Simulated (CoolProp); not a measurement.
Saturation properties of n-perfluorohexane.

The numbers come from the reference Helmholtz-energy equation of state, Gao 2022 in CoolProp.

| T (K) | p (kPa) | vapour density (kg/m³) | enthalpy of vaporisation (kJ/kg) | liquid cp (kJ/(kg K)) |
|---|---|---|---|---|
| 293.7 | 24.11 | 3.411 | 94.25 | 1.040 |
| 303.1 | 36.37 | 5.024 | 91.84 | 1.055 |
| 312.4 | 52.96 | 7.169 | 89.39 | 1.069 |
| 321.8 | 75.33 | 10.02 | 86.85 | 1.084 |
| 331.1 | 104.2 | 13.67 | 84.24 | 1.099 |
| 340.5 | 141.5 | 18.36 | 81.49 | 1.115 |
| 349.8 | 187.7 | 24.20 | 78.64 | 1.131 |
| 359.2 | 245.5 | 31.57 | 75.60 | 1.149 |
| 368.5 | 315.1 | 40.62 | 72.41 | 1.167 |
| 377.9 | 399.8 | 51.97 | 68.94 | 1.188 |
| 387.2 | 499.7 | 65.91 | 65.23 | 1.211 |
| 396.6 | 618.9 | 83.54 | 61.10 | 1.240 |
| 405.9 | 757.2 | 105.7 | 56.53 | 1.277 |

It boils at 330.3 K under 1 atm.
